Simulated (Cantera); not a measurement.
Feed: 1 mol Fe₂O₃, 0.25 mol SO₃, 0.55 mol O₂, 0.31 mol H₂S, equilibrated at 750 °C and 1000 Pa.

Equilibrium computed with Cantera from the NASA thermochemical tables; the gas is ideal and each condensed phase is pure. Candidate condensed phases: Fe, FeO, Fe(OH)₂, Fe(OH)₃, FeS, FeSO₄, FeS₂, Fe₂O₃, Fe₂(SO₄)₃, Fe₃O₄, H₂O, H₂SO₄, S; 22 gas species. Equilibrium is a limit: real reactors are often held back by kinetics, nucleation or transport.

Base state: SO₂ 0.497, H₂O 0.291, O₂ 0.183, SO₃ 0.0294 (mole fractions); condensed: Fe₂O₃(s).

Question: What changes in the equilibrium state with this change: temperature from 750 °C to 1252 °C?

Answer: 
| species | before | after |
|---|---|---|
| SO₂ | 0.497 | 0.448 |
| O₂ | 0.183 | 0.302 |
| H₂O | 0.291 | 0.248 |
| SO₃ | 0.0294 | 0.000812 |
| O | 1.33e-9 | 3.11e-5 |
| H₂ | 1.16e-9 | 1.19e-5 |
| OH | 9.30e-7 | 0.000529 |
| Fe₂O₃(s), mol | 1.00 | 0 |
| Fe₃O₄(s), mol | 0 | 0.667 |
